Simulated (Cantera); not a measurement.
A perfectly stirred reactor is fed with NO : N₂ = 1 : 0.57 (molar parts), at 0.0908 atm; it is held at 1898 K, and followed from long to short residence time.

Model: GRI-Mech 3.0 (53 species, 325 reactions), integrated in Cantera.

Task: What does this change do: NO 1 to 0.26 parts?

Result: 
```json
[
 {"quantity": "x(NO) at τ = 4.10 s", "before": "0.463", "after": "0.257"},
 {"quantity": "x(N₂O) at τ = 4.10 s", "before": "7.68e-5", "after": "2.57e-5"},
 {"quantity": "x(O) at τ = 4.10 s", "before": "0.000306", "after": "0.000179"},
 {"quantity": "x(NO₂) at τ = 4.10 s", "before": "0.000185", "after": "5.98e-5"},
 {"quantity": "x(N₂) at τ = 4.10 s", "before": "0.450", "after": "0.715"},
 {"quantity": "x(NO) at τ = 0.200 s", "before": "0.627", "after": "0.311"},
 {"quantity": "x(N₂O) at τ = 0.200 s", "before": "0.000152", "after": "3.85e-5"},
 {"quantity": "x(O) at τ = 0.200 s", "before": "0.000129", "after": "7.96e-5"},
 {"quantity": "x(NO₂) at τ = 0.200 s", "before": "8.51e-5", "after": "2.78e-5"},
 {"quantity": "x(N₂) at τ = 0.200 s", "before": "0.368", "after": "0.688"}
]
```

Task: What does this change do: pressure from 0.0908 atm to 0.0355 atm?

Result: 
```json
[
 {"quantity": "x(NO) at τ = 4.10 s", "before": "0.463", "after": "0.540"},
 {"quantity": "x(N₂O) at τ = 4.10 s", "before": "7.68e-5", "after": "9.84e-5"},
 {"quantity": "x(O) at τ = 4.10 s", "before": "0.000306", "after": "0.000394"},
 {"quantity": "x(NO₂) at τ = 4.10 s", "before": "0.000185", "after": "9.91e-5"},
 {"quantity": "x(N₂) at τ = 4.10 s", "before": "0.450", "after": "0.412"},
 {"quantity": "x(NO) at τ = 0.200 s", "before": "0.627", "after": "0.632"},
 {"quantity": "x(N₂O) at τ = 0.200 s", "before": "0.000152", "after": "0.000140"},
 {"quantity": "x(O) at τ = 0.200 s", "before": "0.000129", "after": "0.000192"},
 {"quantity": "x(NO₂) at τ = 0.200 s", "before": "8.51e-5", "after": "4.13e-5"},
 {"quantity": "x(N₂) at τ = 0.200 s", "before": "0.368", "after": "0.365"}
]
```
Radical loss at walls, strong at low pressure, is not modelled.
